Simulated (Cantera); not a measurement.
# Ignition delay

Mixture: CH₄ : O₂ : N₂ : H₂O = 1 : 1.82 : 10.9 : 4.1 (molar parts), equivalence ratio 1.1, at 1900000 Pa, adiabatic and at constant volume. Ignition delay is the time to a rise of 400 K.

Computed with Cantera and GRI-Mech 3.0 (53 species, 325 reactions). The pressure lies above the range GRI-Mech 3.0 was tuned for (to about 10 atm).

| T0 (K) | delay (ms) |
|---|---|
| 1250 | 2.24 |
| 1350 | 0.838 |
| 1450 | 0.339 |
| 1550 | 0.139 |
| 1650 | 0.0570 |
| 1750 | 0.0243 |
| 1850 | 0.0112 |
| 1950 | 0.00564 |
| 2050 | 0.00311 |
| 2150 | 0.00186 |

| Item | Result |
|---|---|
| apparent activation energy between 1950 and 2150 K | 190 kJ/mol |
